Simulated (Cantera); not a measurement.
A closed system holds: 1 mol AlN, 13 mol O₂, 0.018 mol HCl, held at 93.0 Pa.

Equilibrium computed with Cantera from the NASA thermochemical tables; the gas is ideal and each condensed phase is pure. Candidate condensed phases: Al, AlCl₃, AlN, Al₂O₃, H₂O, NH₄Cl; 45 gas species. Condensed phases not in the tables: AlOCl. The numbers say what is thermodynamically allowed, not how fast it happens.

x: gas mole fraction; n: condensed amount in mol.

```
T (°C)   x O₂       x O    x N₂      x NO      x Cl     x HCl        x OH  n Al₂O₃(s)
------  -----  --------  ------  --------  --------  --------  ----------  ----------
525     0.959  2.33e-12  0.0392   9.22e-7   4.45e-6  0.000943  (withheld)       0.500
675     0.959  9.54e-10  0.0392   8.15e-6   6.16e-5   0.00111  (withheld)       0.500
825     0.959   7.62e-8  0.0391   3.98e-5  0.000283   0.00106  (withheld)       0.500
975     0.959   2.14e-6  0.0391  0.000132  0.000586  0.000813  (withheld)       0.500
1125    0.959   2.95e-5  0.0390  0.000341  0.000869  0.000538  (withheld)       0.500
1275    0.958  0.000245  0.0388  0.000728   0.00108  0.000327  (withheld)       0.500
1425    0.957   0.00140  0.0384   0.00136   0.00122  0.000190  (withheld)       0.500
1575    0.951   0.00606  0.0379   0.00227   0.00130  0.000104  (withheld)       0.500
1725    0.936    0.0209  0.0370   0.00348   0.00134   5.08e-5  (withheld)       0.500
1875    0.897    0.0599  0.0355   0.00491   0.00134   2.08e-5  (withheld)       0.500
```

Question: Some entries are withheld; supply them.

Answer: 
- 525, x OH: 3.32e-10
- 675, x OH: 1.28e-8
- 825, x OH: 2.31e-7
- 975, x OH: 2.56e-6
- 1125, x OH: 1.65e-5
- 1275, x OH: 6.98e-5
- 1425, x OH: 0.000212
- 1575, x OH: 0.000483
- 1725, x OH: 0.000805
- 1875, x OH: 0.000960
